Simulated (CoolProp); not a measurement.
Vapour-liquid equilibrium of CH2F2 (R32) (1) + dimethyl ether (2) at 218.6 K; x and y are mole fractions of (1).

The numbers come from the multi-fluid Helmholtz-energy mixture model, Tillner-Roth 1997 and Wu 2011; pair parameters Bell 2016 in CoolProp.

| x | bubble pressure, mixture model (MPa) | bubble pressure, Raoult's law (MPa) | y, mixture model | y, Raoult's law |
|---|---|---|---|---|
| 0.05 | 0.02542 | 0.02578 | 0.157 | 0.169 |
| 0.125 | 0.03012 | 0.03063 | 0.345 | 0.356 |
| 0.2 | 0.03515 | 0.03548 | 0.488 | 0.492 |
| 0.275 | 0.04038 | 0.04033 | 0.597 | 0.595 |
| 0.35 | 0.04567 | 0.04518 | 0.681 | 0.676 |
| 0.425 | 0.05093 | 0.05003 | 0.747 | 0.741 |
| 0.5 | 0.05609 | 0.05488 | 0.799 | 0.795 |
| 0.575 | 0.06109 | 0.05973 | 0.842 | 0.840 |
| 0.65 | 0.06593 | 0.06458 | 0.878 | 0.878 |
| 0.725 | 0.07060 | 0.06943 | 0.908 | 0.911 |
| 0.8 | 0.07516 | 0.07428 | 0.935 | 0.939 |
| 0.875 | 0.07965 | 0.07913 | 0.960 | 0.964 |
| 0.95 | 0.08416 | 0.08398 | 0.984 | 0.987 |

The largest gap from Raoult's law is +2.3 % in bubble pressure, at x = 0.575. No azeotrope shows between x = 0.05 and 0.95.

Pair parameters are fitted to limited data, so mixtures are less certain than the pure fluids. The gap from Raoult's law changes sign with composition, which may be real or a fault of the pair parameters; it wasn't checked against measurements.
